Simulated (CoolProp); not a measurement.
Vapour-liquid equilibrium of n-hexane (1) + cyclohexane (2) at 0.962 MPa; x and y are mole fractions of (1).

Computed with CoolProp (multi-fluid Helmholtz-energy mixture model, Thol 2019 and Zhou 2014; pair parameters Bell 2016).

Give the bubble temperature and the first vapour's composition at x = 0.05, 0.25, 0.95. Is there an azeotrope?

x = 0.05: 451.7 K, y = 0.065; x = 0.25: 447.5 K, y = 0.300; x = 0.95: 436.7 K, y = 0.958. No azeotrope shows between x = 0.05 and 0.95.

Pair parameters are fitted to limited data, so mixtures are less certain than the pure fluids.
